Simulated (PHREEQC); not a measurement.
Make-up at 25 °C: 0.1 mol/kgw HNO3, 0.028 mol/kgw Al(NO3)3 and 0.00067 mol/kgw CuSO4. Closed to the air; pH follows from the charge balance.

All values are PHREEQC results (ion-association model, phreeqc.dat), not measurements.

Each row changes one thing in this solution. Precipitation was switched off in this run.

| case | pH | ionic strength (mol/kgw) | AlOH+2 (mol/kgw) | Al(OH)2+ (mol/kgw) | SI of Gibbsite (Al(OH)3) |
|---|---|---|---|---|---|
| as made | 1.10 | 0.268 | 1.42e-6 | 5.47e-11 | -7.30 |
| HNO3 replaced by Cd(NO3)2 at the same molality | 3.54 | 0.439 | 0.000368 | 3.41e-6 | -0.08 |
| CuSO4 left out | 1.10 | 0.268 | 1.44e-6 | 5.51e-11 | -7.30 |
| diluted 100-fold with water | 3.02 | 0.00269 | 2.24e-6 | 1.56e-8 | -2.81 |
| Al(NO3)3 from 0.028 to 0.0252 mol/kgw | 1.10 | 0.251 | 1.28e-6 | 5.00e-11 | -7.34 |
